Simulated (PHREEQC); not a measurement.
HCl is added in steps, without added water, to 1 kg of water holding 0.007 mol/kgw ZnSO4, 0.24 mol/kgw NaOH and 0.0044 mol/kgw H2SO4, at 25 °C. O2 is buffered at 0.21 atm. CO2 from the air is kept out. Precipitation was switched off in this run.

Base run: PHREEQC, ion-association model, wateq4f.dat. Each further column changes one thing. The table gives pH.

```json
[
 {"HCl added (mol)": "0", "base": "13.15", "H2SO4 left out": "13.17", "NaOH left out": "2.25", "H2SO4 replaced by Cs2SO4 at the same molality": "13.17", "solids may form": "13.17"},
 {"HCl added (mol)": "0.02417", "base": "13.10", "H2SO4 left out": "13.12", "NaOH left out": "1.63", "H2SO4 replaced by Cs2SO4 at the same molality": "13.12", "solids may form": "13.12"},
 {"HCl added (mol)": "0.04833", "base": "13.03", "H2SO4 left out": "13.06", "NaOH left out": "1.38", "H2SO4 replaced by Cs2SO4 at the same molality": "13.06", "solids may form": "13.06"},
 {"HCl added (mol)": "0.08458", "base": "12.92", "H2SO4 left out": "12.95", "NaOH left out": "1.15", "H2SO4 replaced by Cs2SO4 at the same molality": "12.95", "solids may form": "12.96"},
 {"HCl added (mol)": "0.1087", "base": "12.82", "H2SO4 left out": "12.86", "NaOH left out": "1.05", "H2SO4 replaced by Cs2SO4 at the same molality": "12.86", "solids may form": "12.87"},
 {"HCl added (mol)": "0.1329", "base": "12.70", "H2SO4 left out": "12.75", "NaOH left out": "0.97", "H2SO4 replaced by Cs2SO4 at the same molality": "12.75", "solids may form": "12.76"},
 {"HCl added (mol)": "0.1571", "base": "12.53", "H2SO4 left out": "12.60", "NaOH left out": "0.90", "H2SO4 replaced by Cs2SO4 at the same molality": "12.60", "solids may form": "12.62"},
 {"HCl added (mol)": "0.1812", "base": "12.27", "H2SO4 left out": "12.38", "NaOH left out": "0.84", "H2SO4 replaced by Cs2SO4 at the same molality": "12.38", "solids may form": "12.39"},
 {"HCl added (mol)": "0.2054", "base": "11.63", "H2SO4 left out": "11.96", "NaOH left out": "0.79", "H2SO4 replaced by Cs2SO4 at the same molality": "11.96", "solids may form": "11.91"},
 {"HCl added (mol)": "0.2417", "base": "2.16", "H2SO4 left out": "2.94", "NaOH left out": "0.72", "H2SO4 replaced by Cs2SO4 at the same molality": "2.97", "solids may form": "2.16"},
 {"HCl added (mol)": "0.2658", "base": "1.63", "H2SO4 left out": "1.73", "NaOH left out": "0.68", "H2SO4 replaced by Cs2SO4 at the same molality": "1.76", "solids may form": "1.63"},
 {"HCl added (mol)": "0.29", "base": "1.38", "H2SO4 left out": "1.44", "NaOH left out": "0.65", "H2SO4 replaced by Cs2SO4 at the same molality": "1.46", "solids may form": "1.38"}
]
```

In at least one series the solution becomes supersaturated in solids that the run did not let form, among them Zn(OH)2-e, Zn4(OH)6SO4, Zn5(OH)8Cl2.  Solids allowed in the column 'solids may form': Zn(OH)2-e, Zn4(OH)6SO4, Zn5(OH)8Cl2, Halite, Mirabilite, Goslarite.
